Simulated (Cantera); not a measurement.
Source: NASA polynomial tables (part measured, part estimated), evaluated in Cantera. Values are per mole of reaction as written; species without (g) are pure solids or liquids, kept so even where they would boil at 1 bar.

Question: Between 300 and 1248 K, where is each reaction favourable under standard conditions?
- 4 Na + S2(g) → 2 Na2S
- 2 Pb + S2(g) → 2 PbS(g)
- 2 H2(g) + S2(g) → 2 H2S(g)

Answer: 
- 4 Na + S2(g) → 2 Na2S: ΔG° is -788 kJ at 300 K and -551 kJ at 1248 K; it stays negative (K > 1). ΔH° is -831 kJ and ΔS° -225 J/K at 1248 K.
- 2 Pb + S2(g) → 2 PbS(g): ΔG° is 92 kJ at 300 K and -19 kJ at 1248 K; it changes sign between 948 and 1098 K. ΔH° is 106 kJ and ΔS° 100 J/K at 1248 K.
- 2 H2(g) + S2(g) → 2 H2S(g): ΔG° is -146 kJ at 300 K and -57 kJ at 1248 K; it stays negative (K > 1). ΔH° is -181 kJ and ΔS° -99 J/K at 1248 K.
